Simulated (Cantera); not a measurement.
borazine + H₂O (boron, boron nitride and boron oxide)

Input: 1 mol borazine, a varied amount of H₂O, equilibrated at 1825 °C and 0.0133 bar.

Method: chemical equilibrium by Gibbs-energy minimisation in Cantera with the NASA 1993 tables (ideal gas, pure condensed phases). Candidate condensed phases: B, BN, B₂O₃, B₃O₃H₃, H₂O; 39 gas species. The feed counts by its element totals alone. The tables' values for BH₂ are old estimates; treat these amounts as uncertain. Kinetics and transport are ignored.

At 1.4 mol H₂O the condensed part is BN(s). From 4.4 mol H₂O to 19 mol H₂O nothing is condensed. The main B-bearing gas is HBO at 1.4 mol H₂O and HBO₂ at 19 mol H₂O.

```json
[
 {"n(H₂O) (mol)": "1.4", "x H₂": "0.670", "x H₂O": "2.55e-5", "x HBO₂": "0.000519", "x N₂": "0.116", "x HBO": "0.105", "x B₂O₃": "0.00128", "x BO": "0.0454", "x B₂O₂": "0.0389", "x H": "0.0218", "n BN(s)": "1.61"},
 {"n(H₂O) (mol)": "4.4", "x H₂": "0.627", "x H₂O": "0.00568", "x HBO₂": "0.0569", "x N₂": "0.141", "x HBO": "0.0482", "x B₂O₃": "0.0689", "x BO": "0.0215", "x B₂O₂": "0.00878", "x H": "0.0211", "n BN(s)": "0"},
 {"n(H₂O) (mol)": "7.4", "x H₂": "0.538", "x H₂O": "0.135", "x HBO₂": "0.164", "x N₂": "0.111", "x HBO": "0.00504", "x B₂O₃": "0.0243", "x BO": "0.00243", "x B₂O₂": "0.000112", "x H": "0.0196", "n BN(s)": "0"},
 {"n(H₂O) (mol)": "10", "x H₂": "0.453", "x H₂O": "0.261", "x HBO₂": "0.158", "x N₂": "0.0927", "x HBO": "0.00211", "x B₂O₃": "0.0116", "x BO": "0.00111", "x B₂O₂": "2.33e-5", "x H": "0.0180", "n BN(s)": "0"},
 {"n(H₂O) (mol)": "13", "x H₂": "0.383", "x H₂O": "0.371", "x HBO₂": "0.141", "x N₂": "0.0781", "x HBO": "0.00112", "x B₂O₃": "0.00647", "x BO": "0.000638", "x B₂O₂": "7.70e-6", "x H": "0.0165", "n BN(s)": "0"},
 {"n(H₂O) (mol)": "16", "x H₂": "0.331", "x H₂O": "0.453", "x HBO₂": "0.125", "x N₂": "0.0675", "x HBO": "0.000701", "x B₂O₃": "0.00416", "x BO": "0.000431", "x B₂O₂": "3.51e-6", "x H": "0.0153", "n BN(s)": "0"},
 {"n(H₂O) (mol)": "19", "x H₂": "0.292", "x H₂O": "0.515", "x HBO₂": "0.111", "x N₂": "0.0594", "x HBO": "0.000484", "x B₂O₃": "0.00292", "x BO": "0.000317", "x B₂O₂": "1.91e-6", "x H": "0.0144", "n BN(s)": "0"}
]
```
x: gas mole fraction; n: condensed amount in mol.
